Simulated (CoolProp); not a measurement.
Saturation properties of chloromethane (R40).

The numbers come from the reference Helmholtz-energy equation of state, Thol 2014 in CoolProp.

| T (K) | p (bar) | liquid density (kg/m³) | enthalpy of vaporisation (kJ/kg) | surface tension (mN/m) |
|---|---|---|---|---|
| 324.6 | ___ | 855.0 | 338.7 | 11.3 |
| 329.5 | ___ | 843.6 | ___ | ___ |
| 334.4 | 14.67 | 832.0 | 324.0 | ___ |
| 339.2 | 16.34 | 820.2 | 316.4 | 9.15 |
| 344.1 | 18.19 | 807.9 | 308.3 | 8.45 |
| 349 | 20.18 | 795.1 | 299.8 | 7.75 |
| 353.8 | 22.29 | 782.1 | 291.2 | 7.09 |
| 358.7 | 24.60 | 768.3 | 281.9 | 6.41 |
| 363.6 | 27.08 | 753.9 | 272.2 | ___ |
| 368.4 | 29.68 | ___ | 262.1 | 5.12 |
| 373.3 | 32.52 | ___ | 251.1 | 4.49 |
| 378.2 | 35.55 | 706.1 | 239.4 | 3.88 |

### Question
Complete the blanks.

### Answer

- 324.6, p (bar): 11.65
- 329.5, p (bar): 13.10
- 329.5, enthalpy of vaporisation (kJ/kg): 331.4
- 329.5, surface tension (mN/m): 10.6
- 334.4, surface tension (mN/m): 9.85
- 363.6, surface tension (mN/m): 5.76
- 368.4, liquid density (kg/m³): 739.0
- 373.3, liquid density (kg/m³): 723.1

It boils at 249.2 K under 1 atm.

Surface tension comes from a separate correlation (Mulero 2014).
